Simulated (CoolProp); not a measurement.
A closed Brayton cycle with carbon dioxide: compressor inlet 324.15 K and 9.7 MPa, high pressure 24.9 MPa, turbine inlet 950 K, compressor efficiency 0.89, turbine efficiency 0.85, recuperator effectiveness 0.95 (on enthalpy, no pinch check). Each further row changes one setting.

Model: reference Helmholtz-energy equation of state, Span 1996, in CoolProp.

```
case                           thermal efficiency (%)  net work (kJ/kg)  compressor to turbine work  compressor exit (K)  turbine exit (K)
-----------------------------  ----------------------  ----------------  --------------------------  -------------------  ----------------
as stated                                        38.8              98.8                        0.28                388.3             832.7
turbine inlet 900 K                              37.3              90.9                        0.30                388.3             786.6
compressor inlet 334.15 K                        37.9              90.7                        0.34                410.0             832.7
high pressure 21.2 MPa                           37.3              84.6                        0.26                377.2             852.1
recuperator effectiveness 0.5                    20.1              98.8                        0.28                388.3             832.7
```
